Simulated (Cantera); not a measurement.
An adiabatic, constant-volume homogeneous reactor starts with CH₄ : O₂ : N₂ : CO₂ = 1 : 0.952 : 3.58 : 1.3 (molar parts), at 1448 K and 1.01 bar. Integrator tolerance rtol = 1e-08.

Detailed kinetics in Cantera: GRI-Mech 3.0 (53 species, 325 reactions).

Task: What does this change do: 0.076 parts H2 added?

Result: 
```csv
quantity,before,after
time of steepest temperature rise,3.87 ms,2.60 ms
temperature at 0.300 s,2377 K,2368 K
equilibrium temperature,2377 K,2368 K
x(CH₄) at 0.300 s,6.55e-12 (gas-phase equilibrium 7.33e-12),8.41e-12 (gas-phase equilibrium 9.40e-12)
x(O₂) at 0.300 s,4.01e-5 (gas-phase equilibrium 4.01e-5),3.25e-5 (gas-phase equilibrium 3.25e-5)
x(CO₂) at 0.300 s,0.0933 (gas-phase equilibrium 0.0933),0.0887 (gas-phase equilibrium 0.0887)
x(CH₂) at 0.300 s,<1e-12 (gas-phase equilibrium <1e-12),<1e-12 (gas-phase equilibrium <1e-12)
x(CH₂O) at 0.300 s,1.02e-8 (gas-phase equilibrium 1.02e-8),1.11e-8 (gas-phase equilibrium 1.11e-8)
x(CH₃) at 0.300 s,4.81e-12 (gas-phase equilibrium 5.38e-12),5.73e-12 (gas-phase equilibrium 6.40e-12)
x(OH) at 0.300 s,0.00131 (gas-phase equilibrium 0.00131),0.00122 (gas-phase equilibrium 0.00122)
```

Task: What does this change do: initial temperature 1448 to 1625 K?

Result: 
| quantity | before | after |
|---|---|---|
| time of steepest temperature rise | 3.87 ms | 0.611 ms |
| temperature at 0.300 s | 2377 K | 2517 K |
| equilibrium temperature | 2377 K | 2517 K |
| x(CH₄) at 0.300 s | 6.55e-12 (gas-phase equilibrium 7.33e-12) | 2.91e-12 (gas-phase equilibrium 3.30e-12) |
| x(O₂) at 0.300 s | 4.01e-5 (gas-phase equilibrium 4.01e-5) | 0.000185 (gas-phase equilibrium 0.000185) |
| x(CO₂) at 0.300 s | 0.0933 (gas-phase equilibrium 0.0933) | 0.0906 (gas-phase equilibrium 0.0906) |
| x(CH₂) at 0.300 s | <1e-12 (gas-phase equilibrium <1e-12) | <1e-12 (gas-phase equilibrium <1e-12) |
| x(CH₂O) at 0.300 s | 1.02e-8 (gas-phase equilibrium 1.02e-8) | 9.45e-9 (gas-phase equilibrium 9.45e-9) |
| x(CH₃) at 0.300 s | 4.81e-12 (gas-phase equilibrium 5.38e-12) | 4.11e-12 (gas-phase equilibrium 4.66e-12) |
| x(OH) at 0.300 s | 0.00131 (gas-phase equilibrium 0.00131) | 0.00307 (gas-phase equilibrium 0.00307) |
